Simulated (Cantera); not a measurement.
## Thermodynamics of roasting and sulfation, feed MgCO3 + SO2 + H2O

Charge: 1 mol MgCO3, 0.12 mol SO2, 0.6 mol H2O, at 0.110 bar.

Method: chemical equilibrium by Gibbs-energy minimisation in Cantera with the NASA 1993 tables (ideal gas, pure condensed phases). Candidate condensed phases: C, C6H6, C7H8, C8H18, H2O, H2SO4, Mg, MgCO3, MgO, Mg(OH)2, MgS, MgSO4, S; 130 gas species. Kinetics and transport are ignored.

```csv
T (K),log p CO2,log p H2O,log p SO2,log p CO,n MgO(s)
975,-1.19,-1.42,-2.11,-6.90,1.00
1075,-1.19,-1.42,-2.11,-6.40,1.00
1175,-1.19,-1.42,-2.12,-5.92,1.00
1275,-1.19,-1.42,-2.12,-5.38,1.00
1375,-1.19,-1.42,-2.12,-4.85,1.00
1475,-1.19,-1.42,-2.12,-4.37,1.00
1575,-1.20,-1.42,-2.12,-3.95,1.00
1675,-1.20,-1.42,-2.12,-3.58,1.000
1775,-1.20,-1.42,-2.12,-3.25,1.000
1875,-1.20,-1.42,-2.12,-2.96,1.000
```
log p: log10 of the partial pressure in bar; n: condensed amount in mol.

From 975 K to 1875 K the condensed part is MgO(s).
